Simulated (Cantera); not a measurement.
Input (Python, Cantera):

```python
import numpy as np
import cantera as ct

gas = ct.Solution("h2o2.yaml")
gas.TPX = 1400, 1100, {'H2': 0.39, 'O2': 0.43}
reactor = ct.IdealGasConstPressureReactor(gas, energy="off", clone=False)
net = ct.ReactorNet([reactor])
net.rtol, net.atol = 1e-08, 1e-18
show = ['H2', 'O2', 'O', 'H2O', 'HO2', 'H2O2']
times = np.geomspace(1e-05, 20, 14)

steps = ct.SolutionArray(gas, extra=["t"])
rows = []
print(f"{'t/s':>10s}{'T/K':>9s}{'P/Pa':>11s}" + "".join(f"{s:>11s}" for s in show))
for t in times:
    while net.time < t:
        t_next = net.step()
        steps.append(gas.state, t=t_next)
    rows.append([np.interp(t, steps.t, y) for y in (steps.T, steps.P, *steps(*show).X.T)])
    print(f"{t:10.3e}{rows[-1][0]:9.1f}{rows[-1][1]:11.4g}" + "".join(f"{x:11.3e}" for x in rows[-1][2:]))
rate = np.gradient(steps.T, steps.t)
print("integrator steps:", len(steps.t))
if steps.T.max() > steps.T[0] + 200:
    print(f"time of steepest temperature rise: {steps.t[rate.argmax()]:.4e} s")
gas.TPX = 1400, 1100, {'H2': 0.39, 'O2': 0.43}
gas.equilibrate("TP")
print(f"equilibrium (TP): T = {gas.T:.1f} K  " + "  ".join(f"{s} {gas[s].X[0]:.3e}" for s in show))
```

Output:

```
       t/s      T/K       P/Pa         H2         O2          O        H2O        HO2       H2O2
 1.000e-05   1400.0       1100  4.756e-01  5.244e-01  4.296e-09  2.193e-09  4.808e-08  3.473e-11
 3.053e-05   1400.0       1100  4.756e-01  5.244e-01  3.113e-08  4.538e-08  1.466e-07  3.208e-10
 9.319e-05   1400.0       1100  4.756e-01  5.244e-01  3.203e-07  1.108e-06  4.457e-07  2.914e-09
 2.845e-04   1400.0       1100  4.753e-01  5.242e-01  4.836e-05  2.269e-04  1.382e-06  2.518e-08
 8.685e-04   1400.0       1100  5.021e-02  3.078e-01  9.908e-02  3.112e-01  4.419e-06  2.932e-07
 2.651e-03   1400.0       1100  4.802e-02  3.115e-01  9.366e-02  3.319e-01  4.665e-06  3.132e-07
 8.094e-03   1400.0       1100  4.354e-02  3.245e-01  7.535e-02  3.896e-01  5.399e-06  3.818e-07
 2.471e-02   1400.0       1100  2.514e-02  3.511e-01  3.526e-02  5.200e-01  6.776e-06  4.950e-07
 7.543e-02   1400.0       1100  3.632e-03  3.712e-01  4.578e-03  6.104e-01  4.578e-06  2.830e-07
 2.303e-01   1400.0       1100  2.962e-04  3.751e-01  3.707e-04  6.220e-01  8.552e-07  7.472e-08
 7.030e-01   1400.0       1100  4.213e-05  3.757e-01  5.297e-05  6.234e-01  1.821e-07  2.084e-08
 2.146e+00   1400.0       1100  9.802e-06  3.759e-01  1.237e-05  6.237e-01  1.047e-07  7.363e-09
 6.551e+00   1400.0       1100  4.680e-06  3.759e-01  5.906e-06  6.238e-01  1.117e-07  4.630e-09
 2.000e+01   1400.0       1100  4.412e-06  3.759e-01  5.568e-06  6.238e-01  1.131e-07  4.486e-09
integrator steps: 1968
equilibrium (TP): T = 1400.0 K  H2 4.412e-06  O2 3.759e-01  O 5.568e-06  H2O 6.238e-01  HO2 1.131e-07  H2O2 4.486e-09
```

Cantera simulation using the H2/O2 subset of GRI-Mech 3.0, which has no nitrogen chemistry; the numbers are that mechanism's predictions, not measurements. Radical loss at walls, strong at low pressure, is not modelled. The temperature is held fixed by assumption; the heat of reaction is taken as removed at once.
